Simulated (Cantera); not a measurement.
Cantera run:

```python
import numpy as np
import cantera as ct

gas_names = """
    B BH BH2 BH3 BN B2 H H2 N NH NH2 NH3 N2 N2H2 N2H4
""".split()
cond_names = """
    B(b) B(L) BN(s)
""".split()


def load(file, names, dense=False):
    # The tables refer to 1 bar. Condensed volumes are neglected.
    table = {s.name: s for s in ct.Species.list_from_file(file)}
    out = []
    for n in names:
        d = dict(table[n].input_data)
        d["thermo"] = dict(d["thermo"], **{"reference-pressure": 1e5})
        if dense:
            d["equation-of-state"] = {"model": "constant-volume", "density": "1e6 g/cm^3"}
        out.append(ct.Species.from_dict(d))
    return out


gas = ct.Solution(thermo="ideal-gas", species=load("nasa_gas.yaml", gas_names))
cond = {s.name: ct.Solution(thermo="fixed-stoichiometry", species=[s], name=s.name)
        for s in load("nasa_condensed.yaml", cond_names, dense=True)}
atoms = {
    'borazine': {'B': 3, 'N': 3, 'H': 6},
    'H2': {'H': 2},
    'NH3': {'N': 1, 'H': 3},
}
top_T = {'BN(s)': 3200}  # K; cautious upper limits of use, not melting points


def equilibrate(T, P, feed):
    n = {}
    for name, mol in feed.items():
        for a, k in atoms[name].items():
            n[a] = n.get(a, 0.0) + k * mol
    gas.TPX = T, P, n
    mass = sum(n.values()) * gas.mean_molecular_weight
    gas.equilibrate("TP")
    valid = [c for c in cond.values() if c.min_temp <= T <= top_T.get(c.name, c.max_temp)]
    mix = ct.Mixture([(gas, mass / gas.mean_molecular_weight)] + [(c, 0.0) for c in valid])
    mix.T, mix.P = T, P
    mix.equilibrate("TP", solver="vcs", rtol=1e-11, max_steps=5000)
    return mix


results = []
feed = {'borazine': 1, 'H2': 2.4, 'NH3': 0.6}  # mol
T = 2150  # K
for P in [10, 32, 100, 320, 1000, 3200, 10000, 32000, 100000]:
    mix = equilibrate(T, P, feed)
    results.append((T, P, feed, dict(zip(mix.species_names, mix.species_moles))))
    x = sorted(zip(gas.X, gas.species_names), reverse=True)
    print(f"T = {T:g} K  P = {P:g} Pa  gas = {mix.phase_moles(0):.4g} mol")
    print("   x: " + "  ".join(f"{s} {v:.3e}" for v, s in x if v > 1e-06))
    print("   condensed (mol): " + ("  ".join(f"{mix.phase(i).name} {mix.phase_moles(i):.4g}"
          for i in range(1, mix.n_phases) if mix.phase_moles(i) > 1e-12) or "none"))
```

It prints:

```
T = 2150 K  P = 10 Pa  gas = 9.677 mol
   x: H2 5.012e-01  H 2.986e-01  N2 1.860e-01  B 1.356e-02  BH2 5.218e-04  BH 1.316e-04  BN 4.447e-05
   condensed (mol): B(b) 2.862
T = 2150 K  P = 32 Pa  gas = 8.964 mol
   x: H2 6.101e-01  N2 2.008e-01  H 1.841e-01  B 4.237e-03  BH2 6.352e-04  BH 8.119e-05  BN 2.583e-05
   condensed (mol): B(b) 2.955
T = 2150 K  P = 100 Pa  gas = 8.583 mol
   x: H2 6.783e-01  N2 2.097e-01  H 1.098e-01  B 1.356e-03  BH2 7.062e-04  BH 4.843e-05  BN 1.493e-05
   condensed (mol): B(b) 2.982
T = 2150 K  P = 320 Pa  gas = 8.368 mol
   x: H2 7.204e-01  N2 2.151e-01  H 6.328e-02  BH2 7.500e-04  B 4.237e-04  BH 2.790e-05  BN 8.455e-06  BH3 1.776e-06
   condensed (mol): B(b) 2.99
T = 2150 K  P = 1000 Pa  gas = 7.112 mol
   x: H2 8.654e-01  N2 9.435e-02  H 3.923e-02  BH2 9.009e-04  B 1.356e-04  BH 1.730e-05  BH3 4.134e-06  BN 3.168e-06
   condensed (mol): B(b) 0.7344  BN(s) 2.258
T = 2150 K  P = 3200 Pa  gas = 6.679 mol
   x: H2 9.311e-01  N2 4.533e-02  H 2.275e-02  BH2 7.818e-04  B 3.417e-05  BH 8.089e-06  BH3 6.657e-06
   condensed (mol): BN(s) 2.994
T = 2150 K  P = 10000 Pa  gas = 6.645 mol
   x: H2 9.412e-01  N2 4.538e-02  H 1.294e-02  BH2 4.468e-04  BH3 6.762e-06  B 6.182e-06  BH 2.601e-06
   condensed (mol): BN(s) 2.997
T = 2150 K  P = 32000 Pa  gas = 6.625 mol
   x: H2 9.471e-01  N2 4.541e-02  H 7.256e-03  BH2 2.512e-04  BH3 6.823e-06  B 1.080e-06  NH3 1.001e-06
   condensed (mol): BN(s) 2.998
T = 2150 K  P = 100000 Pa  gas = 6.614 mol
   x: H2 9.503e-01  N2 4.543e-02  H 4.111e-03  BH2 1.426e-04  BH3 6.856e-06  NH3 3.144e-06
   condensed (mol): BN(s) 2.999
```

These are equilibrium values from Cantera (NASA tables, ideal gas, pure condensed phases), not measurements of a reactor. The feed counts by its element totals alone. Mutual solubility and eutectic melting of coexisting phases are not modelled. The tables' values for BH2 are old estimates; treat these amounts as uncertain.
